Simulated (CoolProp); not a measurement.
The numbers come from the reference Helmholtz-energy equation of state, Penoncello 2003 in CoolProp.

Task: For CHF3 (R23), give the phase and the density (kg/m³), isothermal compressibility (1/MPa), expansivity (1/kK), viscosity (µPa s) at 143.95 °C and 17.9 MPa.

Result: 
- 143.95 °C and 17.9 MPa: supercritical; density 487, isothermal compressibility 0.0548, expansivity 5.99, viscosity 36.4

Viscosity comes from a separate model (Shan 2000).
